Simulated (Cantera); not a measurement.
What does this Cantera script print?

```python
import numpy as np
import cantera as ct

surf = ct.Interface("ptcombust.yaml", "Pt_surf")
gas = surf.adjacent["gas"]
gas.TPX = 825, 170000, {'CH4': 0.0065, 'O2': 0.051, 'N2': 1.3}
surf.TP = 825, 170000
reactor = ct.FlowReactor(gas, clone=False)
reactor.area = 0.0001  # m2
reactor.surface_area_to_volume_ratio = 3600  # 1/m
reactor.mass_flow_rate = 0.36 * reactor.area * gas.density  # inlet velocity 0.36 m/s
reactor.energy_enabled = False
wall = ct.ReactorSurface(surf, reactor, clone=False)
net = ct.ReactorNet([reactor])
net.rtol, net.atol = 1e-8, 1e-16
show, cover = ['CH4', 'O2', 'H2O', 'CO2', 'CO'], ['PT(S)', 'H(S)', 'O(S)', 'OH(S)', 'CO(S)', 'C(S)']

rows = []
print(f"{'z/m':>9s}{'u/(m/s)':>9s}" + "".join(f"{s:>13s}" for s in show + cover))
for z in [0.00061, 0.001, 0.0017, 0.0029, 0.0048, 0.0079, 0.013, 0.022, 0.037, 0.061]:
    net.advance(z)
    rows.append([reactor.speed, *gas[show].X, *surf[cover].coverages])
    print(f"{z:9.4g}{rows[-1][0]:9.3g}" + "".join(f"{x:13.4e}" for x in rows[-1][1:]))
```

It prints:

```
      z/m  u/(m/s)          CH4           O2          H2O          CO2           CO        PT(S)         H(S)         O(S)        OH(S)        CO(S)         C(S)
  0.00061     0.36   4.6725e-03   3.7338e-02   2.3141e-04   1.1488e-04   8.2898e-07   5.9719e-02   3.0220e-09   9.3982e-01   4.4838e-04   8.1157e-06   1.7276e-08
    0.001     0.36   4.5998e-03   3.7193e-02   3.7673e-04   1.8754e-04   8.1718e-07   5.9769e-02   3.8244e-09   9.3965e-01   5.6850e-04   8.0067e-06   1.7043e-08
   0.0017     0.36   4.4719e-03   3.6937e-02   6.3264e-04   3.1551e-04   7.9508e-07   5.9869e-02   4.9354e-09   9.3939e-01   7.3404e-04   7.8162e-06   1.6638e-08
   0.0029     0.36   4.2596e-03   3.6512e-02   1.0571e-03   5.2779e-04   7.5835e-07   6.0052e-02   6.3814e-09   9.3899e-01   9.4768e-04   7.5009e-06   1.5966e-08
   0.0048     0.36   3.9411e-03   3.5875e-02   1.6941e-03   8.4629e-04   7.0311e-07   6.0349e-02   8.1167e-09   9.3844e-01   1.2005e-03   7.0233e-06   1.4950e-08
   0.0079     0.36   3.4651e-03   3.4924e-02   2.6457e-03   1.3222e-03   6.2018e-07   6.0824e-02   1.0247e-08   9.3766e-01   1.5043e-03   6.2928e-06   1.3395e-08
    0.013     0.36   2.7901e-03   3.3574e-02   3.9952e-03   1.9970e-03   5.0173e-07   6.1546e-02   1.2804e-08   9.3659e-01   1.8574e-03   5.2122e-06   1.1095e-08
    0.022     0.36   1.8788e-03   3.1752e-02   5.8173e-03   2.9080e-03   3.4011e-07   6.2596e-02   1.5841e-08   9.3514e-01   2.2578e-03   3.6546e-06   7.7791e-09
    0.037     0.36   9.4481e-04   2.9885e-02   7.6841e-03   3.8414e-03   1.7229e-07   6.3760e-02   1.8717e-08   9.3362e-01   2.6164e-03   1.9206e-06   4.0881e-09
    0.061     0.36   3.0168e-04   2.8600e-02   8.9695e-03   4.4841e-03   5.5315e-08   6.4616e-02   2.0633e-08   9.3254e-01   2.8438e-03   6.3310e-07   1.3476e-09
```

Cantera simulation using Deutschmann's 1995 Pt surface mechanism with GRI-Mech 3.0 gas chemistry; the numbers are that mechanism's predictions, not measurements. Catalytic surfaces can have several steady states; this one follows from the mechanism file's or the stated starting coverage. Mass transfer to the wall is taken as infinitely fast.
